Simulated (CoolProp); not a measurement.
Vapour-liquid equilibrium of p-xylene (1) + n-nonane (2) at 2.12 bar; x and y are mole fractions of (1).

Values from CoolProp's multi-fluid Helmholtz-energy mixture model, Zhou 2012 and Lemmon 2006; pair parameters Bell 2016.

```json
[
 {"x": "0.05", "bubble temperature (°C)": "180.2", "y at the bubble point": "0.066", "dew temperature at overall composition x (°C)": "180.4", "liquid density (mol/L)": "4.605"},
 {"x": "0.2", "bubble temperature (°C)": "[?]", "y at the bubble point": "0.247", "dew temperature at overall composition x (°C)": "178.5", "liquid density (mol/L)": "4.870"},
 {"x": "0.35", "bubble temperature (°C)": "175.8", "y at the bubble point": "0.411", "dew temperature at overall composition x (°C)": "[?]", "liquid density (mol/L)": "5.159"},
 {"x": "0.5", "bubble temperature (°C)": "174.0", "y at the bubble point": "0.563", "dew temperature at overall composition x (°C)": "174.7", "liquid density (mol/L)": "[?]"},
 {"x": "0.65", "bubble temperature (°C)": "172.2", "y at the bubble point": "0.704", "dew temperature at overall composition x (°C)": "[?]", "liquid density (mol/L)": "5.827"},
 {"x": "0.8", "bubble temperature (°C)": "170.5", "y at the bubble point": "0.837", "dew temperature at overall composition x (°C)": "[?]", "liquid density (mol/L)": "6.215"},
 {"x": "0.95", "bubble temperature (°C)": "168.8", "y at the bubble point": "0.961", "dew temperature at overall composition x (°C)": "169.0", "liquid density (mol/L)": "6.648"}
]
```

Question: What belongs in the gaps?

Answer: 
- 0.2, bubble temperature (°C): 177.9
- 0.35, dew temperature at overall composition x (°C): 176.6
- 0.5, liquid density (mol/L): 5.477
- 0.65, dew temperature at overall composition x (°C): 172.9
- 0.8, dew temperature at overall composition x (°C): 171.0

No azeotrope shows between x = 0.05 and 0.95.

The pair parameters rest on a limited set of measurements; away from them the model extrapolates.
